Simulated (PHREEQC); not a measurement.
A column of 0.2 m (40 cells, dispersivity 0.016 m, 720 s a shift, diffusion coefficient 3e-10 m²/s) holds 0.006 eq of the database's cation exchanger X per kg of pore water, first in equilibrium with 42 mmol/kgw CdCl2, 10 mmol/kgw KCl and 0.01 mmol/kgw HCl. It is flushed with 0.0011 mol/kgw ZnCl2 and 1e-05 mol/kgw HCl, at 25 °C. Values are for the last cell. CO2 from the air is kept out. Nothing may precipitate in this run.

Base run: PHREEQC, ion-association model, phreeqc.dat. Each further column changes one thing. The table gives Zn in solution (mol/kgw).

```csv
pore volumes,base,exchange capacity from 0.006 to 0.003 eq/kgw,dispersivity from 0.016 to 0.032 m
0,0,0,0
0.5125,1.59e-5,…,6.66e-5
1.262,0.000238,0.000437,…
1.762,0.000192,0.000421,…
2.513,0.000200,0.000512,…
3.013,0.000303,0.000698,0.000382
3.763,0.000535,0.000928,0.000510
4.263,0.000688,0.00101,0.000617
5.013,0.000865,0.00107,…
5.513,0.000944,0.00108,0.000846
6.263,0.00102,0.00109,0.000935
6.763,0.00105,0.00110,0.000978
7.513,0.00107,0.00110,0.00102
8.012,0.00108,0.00110,…
```

**Question.** Complete the blanks.

**Answer.** 
- 0.5125, exchange capacity from 0.006 to 0.003 eq/kgw: 3.14e-5
- 1.262, dispersivity from 0.016 to 0.032 m: 0.000389
- 1.762, dispersivity from 0.016 to 0.032 m: 0.000395
- 2.513, dispersivity from 0.016 to 0.032 m: 0.000350
- 5.013, dispersivity from 0.016 to 0.032 m: 0.000766
- 8.012, dispersivity from 0.016 to 0.032 m: 0.00104
